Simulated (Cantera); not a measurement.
Equilibrium for halide evaporation, hydrolysis and transport: SrCl2 + O2 + N2

Feed: 1 mol SrCl2, 5.6 mol O2, 450 mol N2, held at 3.20e-5 bar.

These are equilibrium values from Cantera (NASA tables, ideal gas, pure condensed phases), not measurements of a reactor. Candidate condensed phases: Sr, SrCl2, SrO; 16 gas species. Condensed phases not in the tables: oxide chlorides. Kinetics and transport are ignored.

From 1125 K to 1825 K the condensed part is SrO(s). From 1925 K to 2125 K nothing is condensed. The main Sr-bearing gas is SrCl2 at 1125 K and Sr at 2125 K.

```json
[
 {"T (K)": "1125", "log p N2": "-4.50", "log p O": "-11.54", "log p O2": "-6.41", "log p Cl": "-8.57", "log p SrCl2": "-7.16", "n SrO(s)": "0.0191"},
 {"T (K)": "1225", "log p N2": "-4.50", "log p O": "-10.58", "log p O2": "-6.41", "log p Cl": "-8.30", "log p SrCl2": "-7.17", "n SrO(s)": "0.0356"},
 {"T (K)": "1325", "log p N2": "-4.50", "log p O": "-9.77", "log p O2": "-6.41", "log p Cl": "-8.07", "log p SrCl2": "-7.18", "n SrO(s)": "0.0605"},
 {"T (K)": "1425", "log p N2": "-4.50", "log p O": "-9.06", "log p O2": "-6.41", "log p Cl": "-7.87", "log p SrCl2": "-7.20", "n SrO(s)": "0.0955"},
 {"T (K)": "1525", "log p N2": "-4.50", "log p O": "-8.46", "log p O2": "-6.42", "log p Cl": "-7.70", "log p SrCl2": "-7.22", "n SrO(s)": "0.141"},
 {"T (K)": "1625", "log p N2": "-4.50", "log p O": "-7.93", "log p O2": "-6.43", "log p Cl": "-7.56", "log p SrCl2": "-7.25", "n SrO(s)": "0.194"},
 {"T (K)": "1725", "log p N2": "-4.50", "log p O": "-7.46", "log p O2": "-6.45", "log p Cl": "-7.44", "log p SrCl2": "-7.29", "n SrO(s)": "0.231"},
 {"T (K)": "1825", "log p N2": "-4.50", "log p O": "-7.06", "log p O2": "-6.49", "log p Cl": "-7.35", "log p SrCl2": "-7.36", "n SrO(s)": "0.0687"},
 {"T (K)": "1925", "log p N2": "-4.50", "log p O": "-6.72", "log p O2": "-6.57", "log p Cl": "-7.08", "log p SrCl2": "-7.65", "n SrO(s)": "0"},
 {"T (K)": "2025", "log p N2": "-4.51", "log p O": "-6.46", "log p O2": "-6.73", "log p Cl": "-6.92", "log p SrCl2": "-8.26", "n SrO(s)": "0"},
 {"T (K)": "2125", "log p N2": "-4.51", "log p O": "-6.28", "log p O2": "-7.00", "log p Cl": "-6.88", "log p SrCl2": "-9.15", "n SrO(s)": "0"}
]
```
log p: log10 of the partial pressure in bar; n: condensed amount in mol.
